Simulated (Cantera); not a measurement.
**Equilibrium for hydrogen reduction and annealing atmospheres: Fe3O4 + H2**

A closed system holds: 1 mol Fe3O4, 110 mol H2, equilibrated at 0.0133 bar.

Equilibrium computed with Cantera from the NASA thermochemical tables; the gas is ideal and each condensed phase is pure. Candidate condensed phases: Fe, FeO, Fe(OH)2, Fe(OH)3, Fe2O3, Fe3O4, H2O; 12 gas species. Kinetics and transport are ignored.

```
T (°C)   x H2   x H2O      x Fe       x H      x OH     x FeO  x Fe(OH)2       x O  n Fe(α)  n Fe(γ)  n Fe(δ)  n Fe(l)
------  -----  ------  --------  --------  --------  --------  ---------  --------  -------  -------  -------  -------
427     0.964  0.0364    <1e-12    <1e-12    <1e-12    <1e-12     <1e-12    <1e-12     3.00        0        0        0
527     0.964  0.0364    <1e-12  2.46e-11    <1e-12    <1e-12     <1e-12    <1e-12     3.00        0        0        0
627     0.964  0.0364    <1e-12  9.94e-10    <1e-12    <1e-12   1.01e-11    <1e-12     3.00        0        0        0
727     0.964  0.0364  1.12e-12   1.93e-8  1.61e-12    <1e-12   8.64e-11    <1e-12     3.00        0        0        0
827     0.964  0.0364  9.46e-11   2.20e-7  3.70e-11    <1e-12   4.93e-10    <1e-12     3.00        0        0        0
927     0.964  0.0364   3.72e-9   1.68e-6  5.06e-10    <1e-12    2.09e-9    <1e-12        0     3.00        0        0
1027    0.964  0.0364   8.19e-8   9.41e-6   4.63e-9  4.57e-12    7.10e-9    <1e-12        0     3.00        0        0
1127    0.964  0.0364   1.15e-6   4.14e-5   3.10e-8  1.09e-10    2.04e-8  1.21e-12        0     3.00        0        0
1227    0.963  0.0364   1.13e-5  0.000150   1.61e-7   1.69e-9    5.10e-8  2.17e-11        0     3.00        0        0
1327    0.963  0.0364   8.22e-5  0.000462   6.83e-7   1.85e-8    1.14e-7  2.72e-10        0     2.99        0        0
1427    0.962  0.0363  0.000472   0.00125   2.44e-6   1.52e-7    2.32e-7   2.54e-9        0        0     2.95        0
1527    0.959  0.0362   0.00221   0.00304   7.58e-6   9.75e-7    4.34e-7   1.86e-8        0        0     2.76        0
1627    0.949  0.0359   0.00836   0.00670   2.08e-5   4.90e-6    7.22e-7   1.10e-7        0        0        0     2.07
```
x: gas mole fraction; n: condensed amount in mol.

From 427 °C to 827 °C the condensed part is Fe(α). From 927 °C to 1327 °C the condensed part is Fe(γ). From 1427 °C to 1527 °C the condensed part is Fe(δ). At 1627 °C the condensed part is Fe(l).
